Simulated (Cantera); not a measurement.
A perfectly stirred reactor is fed with CH4 : H2O : H2 = 1 : 3.8 : 0.82 (molar parts), at 1000000 Pa; it is held at 1400 K, and followed from long to short residence time.

Computed with Cantera and GRI-Mech 3.0 (53 species, 325 reactions).

Predict: x(CH4) at τ = 17.0 s; x(H2O) at τ = 17.0 s; x(H2) at τ = 17.0 s; x(OH) at τ = 17.0 s; x(CH2O) at τ = 17.0 s; x(CH4) at τ = 36.0 ms; x(H2O) at τ = 36.0 ms; x(H2) at τ = 36.0 ms; x(OH) at τ = 36.0 ms; x(CH2O) at τ = 36.0 ms.


```
Item                     Result
----------------------  -------
x(CH4) at τ = 17.0 s      0.136
x(H2O) at τ = 17.0 s      0.611
x(H2) at τ = 17.0 s       0.226
x(OH) at τ = 17.0 s     3.89e-8
x(CH2O) at τ = 17.0 s   4.90e-7
x(CH4) at τ = 36.0 ms     0.175
x(H2O) at τ = 36.0 ms     0.675
x(H2) at τ = 36.0 ms      0.148
x(OH) at τ = 36.0 ms    3.72e-8
x(CH2O) at τ = 36.0 ms  6.73e-7
```
